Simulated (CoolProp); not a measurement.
Vapour pressure (kPa) of dimethyl carbonate: the reference equation beside estimates from Tc = 557.0 K, pc = 4909 kPa, ω = 0.346.

The numbers come from the reference Helmholtz-energy equation of state, Zhou 2011 in CoolProp.

| T (K) | reference | Lee-Kesler | Peng-Robinson |
|---|---|---|---|
| 385.3 | 195.1 | 194.6 | 194.5 |
| 394.6 | 250.7 | 251.4 | 250.5 |
| 403.9 | 317.8 | 320.3 | 318.3 |
| 413.2 | 398.1 | 402.7 | 399.5 |
| 422.5 | 493.0 | 500.4 | 496.0 |
| 431.8 | 604.3 | 615.0 | 609.5 |
| 441.2 | 735.3 | 749.8 | 743.5 |
| 450.5 | 885.0 | 903.7 | 897.1 |
| 459.8 | 1057 | 1080 | 1074 |
| 469.1 | 1253 | 1281 | 1276 |
| 478.4 | 1475 | 1508 | 1505 |
| 487.7 | 1727 | 1765 | 1764 |
| 497 | 2010 | 2053 | 2056 |
| 506.3 | 2329 | 2376 | 2383 |
| 515.6 | 2686 | 2736 | 2748 |

Absolute difference from the reference over all 15 rows, mean and median: Lee-Kesler 1.6 and 2.0 %, Peng-Robinson 1.3 and 1.4 %.
